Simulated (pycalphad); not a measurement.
# Effect of Al content in Mg-Si-Al

Source of the numbers: pycalphad with the COST 507 light-alloy database (1999); pressure 1 atm. The data set is of 1999 and partly superseded. Phase fractions are per mole of atoms.

### Question
One of these alloys has its liquidus at 742 °C, its solidus at 436 °C, and holds hcp 0.60, liquid 0.27, MG2SI 0.13 at 477 °C. Which?
(A) Mg-4.42Si-12.16Al (at.%)
(B) Mg-4.42Si-4.56Al (at.%)
(C) Mg-4.42Si-3.04Al (at.%)
(D) Mg-4.42Si-0.76Al (at.%)
(E) Mg-4.42Si-6.08Al (at.%)
(F) Mg-4.42Si-9.12Al (at.%)

### Answer
A, Mg-4.42Si-12.16Al (at.%). The others: Mg-4.42Si-0.76Al (at.%), liquidus 769, solidus 622; Mg-4.42Si-3.04Al (at.%), liquidus 761, solidus 570; Mg-4.42Si-4.56Al (at.%), liquidus 757, solidus 536; Mg-4.42Si-6.08Al (at.%), liquidus 753, solidus 504; Mg-4.42Si-9.12Al (at.%), liquidus 747, solidus 449

Database names, with the compositions (at.%) that they take in these runs: MG2SI: Mg 67 Si 33.
